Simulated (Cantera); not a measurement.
Fluorocarbon and chlorocarbon gases: CH3Cl + H2 + HCl

Feed: 1 mol CH3Cl, 1.1 mol H2, 1.5 mol HCl, held at 2700 K and 1000 Pa.

These are equilibrium values from Cantera (NASA tables, ideal gas, pure condensed phases), not measurements of a reactor. Candidate condensed phases: C, C6H6, C7H8, C8H18; 91 gas species. Rates play no part.

- x(H) = 0.300
- x(H2) = 0.278
- x(HCl) = 0.236
- x(Cl) = 0.177
- x(C2H2 (acetylene)) = 0.00657
- x(C3) = 0.000880
- x(C2H) = 0.000750
- x(C) = 0.000212
- x(C2HCl) = 8.62e-5
- n(C(graphite)) = 0.890 mol
- gas amount = 6.052 mol
